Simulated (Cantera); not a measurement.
A closed system holds: 1 mol C3H8, 0.46 mol H2O, equilibrated at 2375 °C and 26000 Pa.

Method: chemical equilibrium by Gibbs-energy minimisation in Cantera with the NASA 1993 tables (ideal gas, pure condensed phases). Candidate condensed phases: C, C6H6, C7H8, C8H18, H2O; 110 gas species. Kinetics and transport are ignored.

Base state: H2 0.812, CO 0.0896, H 0.0822, C2H2 (acetylene) 0.0158, C2H 0.000155, C4H2 0.000128, CH3 3.61e-5, CH4 2.05e-5 (mole fractions); condensed: C(graphite).

Q: What changes in the equilibrium state with this change: temperature from 2375 °C to 927 °C?

A: 
```tsv
species	before	after
H2	0.812	0.903
CO	0.0896	0.0932
CH4	2.05e-5	0.00335
H	0.0822	3.68e-7
C2H2 (acetylene)	0.0158	9.27e-8
C2H	0.000155	<1e-9
C4H2	0.000128	<1e-9
C2H2 (vinylidene)	1.98e-5	<1e-9
C3	1.68e-5	<1e-9
CO2	5.45e-9	4.27e-5
C(graphite), mol	2.37	2.53
```

Q: What changes in the equilibrium state with this change: temperature from 2375 °C to 1377 °C?

A: 
| species | before | after |
|---|---|---|
| H2 | 0.812 | 0.906 |
| CO | 0.0896 | 0.0935 |
| CH4 | 2.05e-5 | 0.000284 |
| H | 0.0822 | 0.000170 |
| C2H2 (acetylene) | 0.0158 | 4.13e-5 |
| C2H | 0.000155 | <1e-9 |
| C4H2 | 0.000128 | <1e-9 |
| C2H2 (vinylidene) | 1.98e-5 | <1e-9 |
| C3 | 1.68e-5 | <1e-9 |
| C(graphite), mol | 2.37 | 2.54 |

Q: What changes in the equilibrium state with this change: temperature from 2375 °C to 2652 °C?

A: 
```
species            before     after
----------------  -------  --------
H2                  0.812     0.678
H                  0.0822     0.201
CO                 0.0896    0.0840
C2H2 (acetylene)   0.0158    0.0337
C2                1.59e-6   5.29e-5
C3                1.68e-5  0.000528
C                 4.37e-6   9.38e-5
C(graphite), mol     2.37      2.13
```
